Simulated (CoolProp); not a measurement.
A single-stage vapour-compression cycle with the fluid: evaporating at 301.15 K (dew point), condensing at 359.15 K (bubble point), superheat 10 K, subcooling 8 K, compressor efficiency 0.7, no pressure losses. The same conditions are run with several fluids, on thermodynamics alone (safety and materials aside).

Values from CoolProp's reference Helmholtz-energy equation of state of each fluid (R236FA: Pan 2012; carbonyl sulfide: Lemmon 2006; cyclopropane: Polt 1992; 1,2-dichloroethane: Thol 2015; R236EA: Rui 2013; R141b: Lemmon 2006). The equations of Platzer and Polt are older, rougher fits.

```csv
fluid,cooling COP,pressure ratio,discharge temperature (K),refrigerating effect (kJ/kg),volumetric capacity (kJ/m³)
R236FA,2.60,4.76,365.9,86.7,?
carbonyl sulfide,2.57,?,424.3,174,?
cyclopropane,?,3.61,393.6,289,4190
"1,2-dichloroethane",3.25,9.04,?,295,137
R236EA,2.70,5.05,364.4,97.1,?
R141b,3.11,5.58,385.0,173,706
```

Question: What belongs in the gaps?

Answer: 
- R236FA, volumetric capacity (kJ/m³): 1680
- carbonyl sulfide, pressure ratio: 3.29
- carbonyl sulfide, volumetric capacity (kJ/m³): 6580
- cyclopropane, cooling COP: 2.80
- 1,2-dichloroethane, discharge temperature (K): 415.1
- R236EA, volumetric capacity (kJ/m³): 1400
